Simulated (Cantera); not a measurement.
Thermodynamics of silicon carbide growth, feed SiH4 + HCl + H2 + C3H8

Input: 1 mol SiH4, a varied amount of HCl, 31 mol H2, 0.46 mol C3H8, held at 2350 °C and 9.00 Torr.

Cantera equilibrium calculation (NASA polynomials, part measured and part estimated; ideal gas, pure solids and liquids). Candidate condensed phases: C, C6H6, C7H8, C8H18, Si, SiC; 109 gas species. The tables' values for SiCl are old estimates; treat these amounts as uncertain. Gases not in the tables: Si2H6 and higher silanes. The numbers say what is thermodynamically allowed, not how fast it happens.

From 0.088 mol HCl to 0.5 mol HCl nothing is condensed. The main Si-bearing gas is Si throughout.

| n(HCl) (mol) | x H2 | x H | x Si | x C2H2 (acetylene) | x HCl | x SiC2 | x Cl | x C2H |
|---|---|---|---|---|---|---|---|---|
| 0.088 | 0.653 | 0.311 | 0.0174 | 0.00983 | 0.00154 | 0.00536 | 0.000514 | 0.000431 |
| 0.11 | 0.653 | 0.311 | 0.0174 | 0.00982 | 0.00193 | 0.00535 | 0.000642 | 0.000431 |
| 0.13 | 0.652 | 0.311 | 0.0174 | 0.00982 | 0.00228 | 0.00535 | 0.000758 | 0.000430 |
| 0.15 | 0.652 | 0.311 | 0.0173 | 0.00981 | 0.00262 | 0.00535 | 0.000875 | 0.000430 |
| 0.18 | 0.651 | 0.311 | 0.0173 | 0.00980 | 0.00315 | 0.00534 | 0.00105 | 0.000430 |
| 0.21 | 0.651 | 0.310 | 0.0173 | 0.00980 | 0.00367 | 0.00533 | 0.00122 | 0.000430 |
| 0.25 | 0.650 | 0.310 | 0.0173 | 0.00979 | 0.00436 | 0.00533 | 0.00145 | 0.000430 |
| 0.3 | 0.649 | 0.310 | 0.0173 | 0.00977 | 0.00522 | 0.00532 | 0.00174 | 0.000429 |
| 0.36 | 0.648 | 0.310 | 0.0172 | 0.00976 | 0.00625 | 0.00531 | 0.00209 | 0.000429 |
| 0.42 | 0.647 | 0.309 | 0.0172 | 0.00974 | 0.00728 | 0.00530 | 0.00244 | 0.000429 |
| 0.5 | 0.646 | 0.309 | 0.0171 | 0.00972 | 0.00865 | 0.00528 | 0.00290 | 0.000428 |
x: gas mole fraction; nothing condenses.
